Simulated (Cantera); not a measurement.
Input: 1 mol H2O, 0.076 mol O2, 20 mol H2, equilibrated at 2650 °C.

These are equilibrium values from Cantera (NASA tables, ideal gas, pure condensed phases), not measurements of a reactor. Candidate condensed phases: H2O; 9 gas species. The ideal-gas law is rough above about 30 bar. Kinetics and transport are ignored.

x: gas mole fraction; nothing condenses.

| P (Pa) | x H | x H2 | x H2O | x O | x OH | x O2 |
|---|---|---|---|---|---|---|
| 10 | 0.967 | 0.00609 | 5.46e-6 | 0.0266 | 0.000271 | … |
| 120 | 0.907 | 0.0644 | 0.000647 | 0.0248 | 0.00285 | … |
| 1400 | 0.616 | 0.347 | 0.0169 | 0.0104 | 0.00941 | … |
| 17000 | 0.252 | 0.701 | 0.0420 | 0.00104 | 0.00471 | … |
| 210000 | 0.0796 | 0.868 | 0.0511 | 8.31e-5 | 0.00146 | … |
| 2500000 | 0.0238 | 0.922 | 0.0538 | 6.92e-6 | 0.000433 | … |
| 30000000 | 0.00693 | 0.938 | 0.0545 | 5.74e-7 | 0.000126 | … |

Task: What belongs in the gaps?

Result: 
- 10, x O2: 9.47e-6
- 120, x O2: 9.93e-5
- 1400, x O2: 0.000201
- 17000, x O2: 2.49e-5
- 210000, x O2: 1.95e-6
- 2500000, x O2: 1.60e-7
- 30000000, x O2: 1.33e-8
